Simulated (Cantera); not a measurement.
A closed system holds: 1 mol SiH4, 1.9 mol O2, held at 750 K and 0.000720 bar.

Equilibrium computed with Cantera from the NASA thermochemical tables; the gas is ideal and each condensed phase is pure. Candidate condensed phases: H2O, Si, SiO2; 18 gas species. The numbers say what is thermodynamically allowed, not how fast it happens.

Base state: H2O 0.900, H2 0.100 (mole fractions); condensed: SiO2(α-quartz).

Task: What changes in the equilibrium state with this change: O2 from 1.9 to 19 mol?

Result: 
```tsv
species	before	after
O2	<1e-9	0.895
H2O	0.900	0.105
H2	0.100	<1e-9
SiO2(α-quartz), mol	1.00	1.00
```
